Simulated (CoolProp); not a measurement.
Carbonyl sulfide along the isotherm 20.15 °C: density (kg/m³) from the reference equation and from simpler models built on Tc = 105.6 °C, pc = 63.69 bar, ω = 0.098; each cubic takes its own stable root.

Values from CoolProp's reference Helmholtz-energy equation of state, Lemmon 2006. It is a short technical equation, of lower accuracy than the large ones.

```tsv
p (bar)	phase	reference
9.95	gas	28.17
19.9	liquid	1008
29.9	liquid	1011
39.8	liquid	1015
49.8	liquid	1018
59.7	liquid	1022
69.7	liquid	1025
79.6	liquid	1028
89.6	liquid	1031
99.5	liquid	1034
109	liquid	1037
119	liquid	1040
129	liquid	1043
139	liquid	1046
149	liquid	1048
159	liquid	1051
```

Task: How far does each simpler model (Redlich-Kwong, Soave-Redlich-Kwong) lie from the reference over these 16 states: mean and median of the absolute difference, and the worst?

Result: 
- Redlich-Kwong: mean 6.6 %, median 6.8 %, worst -8.4 % at 20.15 °C and 19.9 bar
- Soave-Redlich-Kwong: mean 5.7 %, median 5.9 %, worst -7.2 % at 20.15 °C and 19.9 bar
